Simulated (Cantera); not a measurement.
An isothermal, constant-pressure homogeneous reactor starts with 23.3 % C₂H₆, 76.7 % H₂, at 1675 K and 0.0263 atm.

Detailed kinetics in Cantera: GRI-Mech 3.0 (53 species, 325 reactions). GRI-Mech 3.0 stops at C3 and has no aromatics, soot or wall deposition, so with more carbon than oxygen in the feed, carbon stays in small species such as C2H2 where larger ones or solid carbon would form. Radical loss at walls, strong at low pressure, is not modelled.

x: mole fraction; the columns are a selection and need not sum to one.

```tsv
t (s)	x C₂H₆	x H₂	x C₂H₄	x H	x C₂H	x CH₂	x CH₃
1.00e-6	0.232	0.767	1.15e-7	8.60e-6	<1e-12	8.20e-10	0.000650
3.88e-6	0.231	0.766	9.47e-6	7.69e-5	<1e-12	___	0.00239
1.51e-5	0.224	0.763	0.000683	0.000473	<1e-12	___	0.00765
5.84e-5	0.177	0.749	0.0167	0.00165	1.70e-9	___	0.0239
0.000227	0.0314	0.693	0.0644	0.00385	3.21e-7	___	0.0338
0.000879	0.000865	0.702	0.0416	0.00161	6.12e-7	___	0.00879
0.00341	0.000169	0.717	0.0187	0.000585	3.22e-7	___	0.00295
0.0132	6.74e-5	0.727	0.00471	0.000366	2.39e-7	6.20e-7	0.00171
0.0514	5.16e-5	0.744	0.00158	0.000386	2.75e-7	5.77e-7	0.00152
0.199	2.29e-5	0.780	0.000768	0.000439	3.52e-7	___	0.00104
0.773	3.74e-6	0.819	0.000284	0.000544	4.83e-7	___	0.000442
3.00	2.53e-7	0.835	0.000211	0.000635	5.85e-7	___	0.000119
```

### Question
Complete the blanks.

### Answer

- 3.88e-6, x CH₂: 4.64e-8
- 1.51e-5, x CH₂: 1.81e-6
- 5.84e-5, x CH₂: 1.87e-5
- 0.000227, x CH₂: 3.12e-5
- 0.000879, x CH₂: 6.97e-6
- 0.00341, x CH₂: 1.46e-6
- 0.199, x CH₂: 4.52e-7
- 0.773, x CH₂: 2.57e-7
- 3.00, x CH₂: 8.74e-8
